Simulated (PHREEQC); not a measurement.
Solution (25 °C): 0.0023 mol/kgw H2SO4, 0.074 mol/kgw KNO3 and 0.00048 mol/kgw CO2. Closed to the air; pH follows from the charge balance.

Model: ion-association model, phreeqc.dat, run in PHREEQC.

Precipitation was switched off in this run.

Task: Order these S species by the share of S that they hold, largest first: SO4-2, HSO4-, KSO4-.

Result: SO4-2 (73 %), KSO4- (15 %), HSO4- (13 %)

The pH is 2.44 and the ionic strength 0.0796 mol/kgw.
